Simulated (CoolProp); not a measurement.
Saturation properties of c-C4F8 (RC318).

Model: reference Helmholtz-energy equation of state, Platzer 1990, in CoolProp. This equation is an older, rougher fit; its heat capacities, sound speeds and derivatives of the liquid may be far off and weren't checked against measurements.

| T (K) | p (MPa) | vapour density (kg/m³) | enthalpy of vaporisation (kJ/kg) | surface tension (mN/m) | liquid viscosity (µPa s) | liquid conductivity (mW/(m K)) |
|---|---|---|---|---|---|---|
| 259.7 | 0.07356 | 7.058 | 119.4 | 12.7 | 657 | 74.2 |
| 276.2 | 0.1451 | 13.40 | 113.4 | 10.7 | 504 | 70.6 |
| 292.7 | 0.2616 | 23.58 | 106.6 | 8.80 | 393 | 66.6 |
| 309.2 | 0.4385 | 39.18 | 99.07 | 6.95 | 308 | 62.3 |
| 325.7 | 0.6934 | 62.53 | 90.40 | 5.19 | 243 | 57.7 |
| 342.3 | 1.048 | 97.84 | 80.04 | 3.53 | 189 | 52.8 |
| 358.8 | 1.520 | 152.8 | 67.11 | 2.03 | 144 | 47.9 |
| 375.3 | 2.142 | 252.1 | 48.51 | 0.731 | 101 | 43.1 |

It boils at 267.2 K under 1 atm.

Viscosity comes from a separate model (Huber 2003), an estimate that may be off by 10 % or more. Thermal conductivity comes from a separate model (Huber 2003), an estimate that may be off by 10 % or more. Surface tension comes from a separate correlation (Mulero 2012).
